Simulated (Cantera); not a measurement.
## Stirred combustor or abatement burner

A perfectly stirred reactor is fed with CH4 : C2H6 : C3H8 : O2 : N2 = 1 : 0.057 : 0.054 : 1.9 : 7.14 (molar parts), at 9.87 atm; it is adiabatic with a 648 K inlet, and is followed from long to short residence time, starting on the burning branch (τ in s: 0.055, 0.026, 0.012, 0.0059, 0.0028, 0.0013, 0.00063, 0.0003, 0.00014, 6.7e-05, 3.2e-05, 1.5e-05, 7.2e-06).

Detailed kinetics in Cantera: GRI-Mech 3.0 (53 species, 325 reactions).

| τ (s) | T (K) | x CH4 | x C2H6 | x C3H8 | x CH3 | x H2O |
|---|---|---|---|---|---|---|
| 0.055 | 2321 | 1.79e-5 | 8.55e-9 | 7.90e-9 | 5.72e-6 | 0.180 |
| 0.026 | 2320 | 3.29e-5 | 1.81e-8 | 1.63e-8 | 1.10e-5 | 0.180 |
| 0.012 | 2318 | 5.85e-5 | 3.90e-8 | 3.39e-8 | 2.10e-5 | 0.180 |
| 0.0059 | 2316 | 9.49e-5 | 7.92e-8 | 6.59e-8 | 3.66e-5 | 0.180 |
| 0.0028 | 2313 | 0.000152 | 1.66e-7 | 1.31e-7 | 6.38e-5 | 0.180 |
| 0.0013 | 2308 | 0.000241 | 3.59e-7 | 2.63e-7 | 0.000110 | 0.179 |
| 0.00063 | 2301 | 0.000367 | 7.45e-7 | 5.07e-7 | 0.000181 | 0.179 |
| 0.00030 | 2290 | 0.000570 | 1.61e-6 | 1.00e-6 | 0.000297 | 0.179 |
| 0.00014 | 2271 | 0.000933 | 3.73e-6 | 2.06e-6 | 0.000497 | 0.178 |
| 6.7e-5 | 2236 | 0.00167 | 9.73e-6 | 4.51e-6 | 0.000844 | 0.176 |
| 3.2e-5 | 2124 | 0.00467 | 5.42e-5 | 1.52e-5 | 0.00165 | 0.170 |
| 1.5e-5 | 648 | 0.0985 | 0.00562 | 0.00532 | <1e-12 | <1e-12 |
| 7.2e-6 | 648 | 0.0985 | 0.00562 | 0.00532 | <1e-12 | <1e-12 |
x: mole fraction; the columns are a selection and need not sum to one.
